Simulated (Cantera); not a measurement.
Cantera run, input and output.

```python
import numpy as np
import cantera as ct

gas = ct.Solution("gri30.yaml", transport_model="multicomponent")
show = ['NO', 'NH3', 'H2O']

rows = []
print(f"{'T/K':>7s}{'rho':>11s}{'cp':>10s}{'mu':>11s}{'lambda':>11s}{'Pr':>7s}" + "".join(f"{'D_' + s:>11s}" for s in show))
for T in [400, 550, 700, 850, 1000, 1150, 1300, 1450, 1600]:
    gas.TPX = T, 3200, {'NH3': 0.37, 'C2H4': 0.77, 'CO': 0.35}
    Pr = gas.cp_mass * gas.viscosity / gas.thermal_conductivity
    D = [gas.mix_diff_coeffs_mole[gas.species_index(s)] for s in show]
    rows.append([gas.density, gas.cp_mass, gas.viscosity, gas.thermal_conductivity, Pr, *D])
    print(f"{T:7g}{gas.density:11.4e}{gas.cp_mass:10.1f}{gas.viscosity:11.4e}"
          f"{gas.thermal_conductivity:11.4e}{Pr:7.3f}" + "".join(f"{d:11.4e}" for d in D))
print("SI units: kg/m3, J/kg/K, Pa s, W/m/K, m2/s")
```

It prints:

```
    T/K        rho        cp         mu     lambda     Pr       D_NO      D_NH3      D_H2O
    400 2.4349e-02    1727.0 1.5230e-05 3.5892e-02  0.733 9.6400e-04 9.6105e-04 1.0209e-03
    550 1.7709e-02    2071.6 2.0098e-05 5.6359e-02  0.739 1.6967e-03 1.7692e-03 1.9079e-03
    700 1.3914e-02    2359.8 2.4491e-05 7.7876e-02  0.742 2.5789e-03 2.7688e-03 3.0226e-03
    850 1.1458e-02    2580.1 2.8510e-05 9.8933e-02  0.744 3.5962e-03 3.9381e-03 4.3400e-03
   1000 9.7397e-03    2784.1 3.2233e-05 1.2051e-01  0.745 4.7388e-03 5.2615e-03 5.8416e-03
   1150 8.4693e-03    2944.2 3.5717e-05 1.4114e-01  0.745 5.9989e-03 6.7275e-03 7.5132e-03
   1300 7.4921e-03    3079.2 3.9003e-05 1.6119e-01  0.745 7.3706e-03 8.3272e-03 9.3438e-03
   1450 6.7170e-03    3192.6 4.2125e-05 1.8054e-01  0.745 8.8491e-03 1.0054e-02 1.1324e-02
   1600 6.0873e-03    3287.5 4.5108e-05 1.9915e-01  0.745 1.0430e-02 1.1901e-02 1.3448e-02
SI units: kg/m3, J/kg/K, Pa s, W/m/K, m2/s
```

Model: GRI-Mech 3.0 (53 species, 325 reactions), integrated in Cantera. Polar gases are described roughly by these parameters. The composition is frozen, though it would react at the higher temperatures.
